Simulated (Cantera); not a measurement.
# Catalytic combustion on Pt

An isothermal plug-flow reactor at 748 K and 750 Torr (inlet), inlet velocity 0.086 m/s, active area per volume 140 1/m; feed 1.50 % H₂, 2.07 % O₂, 91.0 % N₂, 5.41 % H₂O, equivalence ratio 0.36.

Cantera simulation using Deutschmann's 1995 Pt surface mechanism with GRI-Mech 3.0 gas chemistry; the numbers are that mechanism's predictions, not measurements. Catalytic surfaces can have several steady states; this one follows from the mechanism file's or the stated starting coverage. Mass transfer to the wall is taken as infinitely fast.

| z (m) | x H₂ | x O₂ | x H₂O | θ free Pt | θ O* | θ OH* |
|---|---|---|---|---|---|---|
| 8.9e-05 | 0.00158 | 0.0141 | 0.0680 | 0.209 | 0.776 | 0.0151 |
| 0.00016 | 0.000866 | 0.0138 | 0.0688 | 0.122 | 0.866 | 0.0122 |
| 0.00028 | 0.000468 | 0.0136 | 0.0692 | 0.0772 | 0.913 | 0.0100 |
| 0.0005 | 0.000220 | 0.0135 | 0.0694 | 0.0549 | 0.937 | 0.00857 |
| 0.00089 | 7.84e-5 | 0.0134 | 0.0696 | 0.0450 | 0.947 | 0.00781 |
| 0.0016 | 1.53e-5 | 0.0134 | 0.0696 | 0.0412 | 0.951 | 0.00750 |
| 0.0028 | 1.09e-6 | 0.0133 | 0.0696 | 0.0404 | 0.952 | 0.00743 |
| 0.005 | 8.87e-9 | 0.0133 | 0.0696 | 0.0404 | 0.952 | 0.00742 |
| 0.0089 | 1.80e-12 | 0.0133 | 0.0696 | 0.0404 | 0.952 | 0.00742 |
x: gas mole fraction; θ: surface coverage.
